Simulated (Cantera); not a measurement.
## HMDSO + NO + N₂ + O₂ (silicon oxide and oxynitride deposition)

Feed: 1 mol HMDSO, 1.9 mol NO, 11 mol N₂, 0.051 mol O₂, held at 375 °C and 750 Torr.

Equilibrium computed with Cantera from the NASA thermochemical tables; the gas is ideal and each condensed phase is pure. Candidate condensed phases: C, C₆H₆, C₇H₈, C₈H₁₈, H₂O, Si, SiC, SiO₂, Si₂N₂O, Si₃N₄; 151 gas species. The feed counts by its element totals alone. Rates play no part.

```json
{
 "x(N₂)": "0.688",
 "x(CH₄)": "0.221",
 "x(H₂)": "0.0902",
 "x(NH₃)": "0.000432",
 "n(C(graphite))": "2.27 mol",
 "n(SiO₂(α-quartz))": "1.33 mol",
 "n(Si₂N₂O(s))": "0.333 mol",
 "gas_amount": "16.88 mol",
 "log10 activity of Si(s) (absent)": "-19.53"
}
```
